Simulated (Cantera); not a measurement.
Input: 1 mol PH3, 0.071 mol O2, 4.5 mol H2O, equilibrated at 3350 K and 75.0 Torr.

These are equilibrium values from Cantera (NASA tables, ideal gas, pure condensed phases), not measurements of a reactor. Candidate condensed phases: H2O, P, P4O10; 17 gas species. Gases not in the tables: HPO2, HPO3 and P4O6. Kinetics and transport are ignored.

Task: What is the equilibrium state?

Result: 
```json
{
 "x(H)": "0.506",
 "x(H2)": "0.149",
 "x(O)": "0.134",
 "x(OH)": "0.0671",
 "x(PO)": "0.0648",
 "x(H2O)": "0.0469",
 "x(O2)": "0.0164",
 "x(PO2)": "0.0137",
 "x(P)": "0.00191",
 "gas_amount": "12.44 mol",
 "log10 activity of P(l) (absent)": "-4.66"
}
```
